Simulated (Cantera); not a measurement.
A closed system holds: 1 mol CsOH, 2 mol H₂, at 1500 °C and 0.190 bar.

Method: chemical equilibrium by Gibbs-energy minimisation in Cantera with the NASA 1993 tables (ideal gas, pure condensed phases). Candidate condensed phases: Cs, CsOH, H₂O; 15 gas species. Kinetics and transport are ignored.

Base state: H₂ 0.530, H₂O 0.164, Cs 0.164, CsOH 0.142, H 0.000476, Cs₂ 2.26e-5 (mole fractions); condensed: gas only.

**Question.** What changes in the equilibrium state with this change: temperature from 1500 °C to 1175 °C?

**Answer.** 
```
species     before    after
--------  --------  -------
H₂           0.530    0.577
CsOH         0.142    0.208
H₂O          0.164    0.108
Cs           0.164    0.108
H         0.000476  1.61e-5
Cs₂(OH)₂   2.56e-6  7.47e-5
```
